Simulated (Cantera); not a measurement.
Cantera run:

```python
import numpy as np
import cantera as ct

gas_names = """
    O O2 O3 S SO SO2 SO3 S2 S2O S8
""".split()
cond_names = """
    S(cr1) S(cr2) S(L)
""".split()


def load(file, names, dense=False):
    # The tables refer to 1 bar. Condensed volumes are neglected.
    table = {s.name: s for s in ct.Species.list_from_file(file)}
    out = []
    for n in names:
        d = dict(table[n].input_data)
        d["thermo"] = dict(d["thermo"], **{"reference-pressure": 1e5})
        if dense:
            d["equation-of-state"] = {"model": "constant-volume", "density": "1e6 g/cm^3"}
        out.append(ct.Species.from_dict(d))
    return out


gas = ct.Solution(thermo="ideal-gas", species=load("nasa_gas.yaml", gas_names))
cond = {s.name: ct.Solution(thermo="fixed-stoichiometry", species=[s], name=s.name)
        for s in load("nasa_condensed.yaml", cond_names, dense=True)}
atoms = {
    'SO2': {'S': 1, 'O': 2},
}
top_T = {}  # K; cautious upper limits of use, not melting points


def equilibrate(T, P, feed):
    n = {}
    for name, mol in feed.items():
        for a, k in atoms[name].items():
            n[a] = n.get(a, 0.0) + k * mol
    gas.TPX = T, P, n
    mass = sum(n.values()) * gas.mean_molecular_weight
    gas.equilibrate("TP")
    valid = [c for c in cond.values() if c.min_temp <= T <= top_T.get(c.name, c.max_temp)]
    mix = ct.Mixture([(gas, mass / gas.mean_molecular_weight)] + [(c, 0.0) for c in valid])
    mix.T, mix.P = T, P
    mix.equilibrate("TP", solver="vcs", rtol=1e-11, max_steps=5000)
    return mix


results = []
feed = {'SO2': 1}  # mol
P = 66000  # Pa
for T in [573, 773, 973, 1173, 1373, 1573, 1773, 1973, 2173, 2373, 2573, 2773, 2973, 3173]:
    mix = equilibrate(T, P, feed)
    results.append((T, P, feed, dict(zip(mix.species_names, mix.species_moles))))

top = {s: max(r[3][s] / sum(r[3][g] for g in gas_names) for r in results) for s in gas_names}
cols = sorted((s for s in top if top[s] > 1e-06), key=lambda s: -top[s])[:5]
seen = [c for c in cond_names if any(r[3].get(c, 0) > 1e-12 for r in results)]
print("log10 of partial pressures in bar; condensed amounts in mol")
print(f"{'T/K':>10s}" + "".join(f"{s[:9]:>10s}" for s in cols + seen))
for T, P, feed, n in results:
    ng = sum(n[g] for g in gas_names)
    print(f"{T:10.4g}" + "".join(f"{np.log10(max(n[s] / ng * P / 1e5, 1e-99)):10.3f}" for s in cols)
          + "".join(f"{n.get(c, 0):10.4g}" for c in seen))
```

It prints:

```
log10 of partial pressures in bar; condensed amounts in mol
       T/K       SO2        SO        O2         O         S
       573    -0.180   -11.530   -24.294   -31.747   -21.580
       773    -0.180    -8.172   -16.734   -22.039   -15.537
       973    -0.180    -6.252   -12.169   -16.254   -12.081
      1173    -0.180    -5.142    -8.852   -12.281   -10.109
      1373    -0.181    -4.450    -6.316    -9.368    -8.895
      1573    -0.181    -3.855    -4.585    -7.274    -7.828
      1773    -0.181    -3.213    -3.608    -5.832    -6.639
      1973    -0.183    -2.637    -2.964    -4.748    -5.557
      2173    -0.188    -2.155    -2.468    -3.877    -4.648
      2373    -0.199    -1.756    -2.068    -3.159    -3.886
      2573    -0.221    -1.426    -1.742    -2.558    -3.243
      2773    -0.263    -1.157    -1.481    -2.052    -2.697
      2973    -0.334    -0.945    -1.282    -1.628    -2.232
      3173    -0.446    -0.791    -1.146    -1.275    -1.838
```

Equilibrium computed with Cantera from the NASA thermochemical tables; the gas is ideal and each condensed phase is pure. Gases not in the tables: S3 to S7.
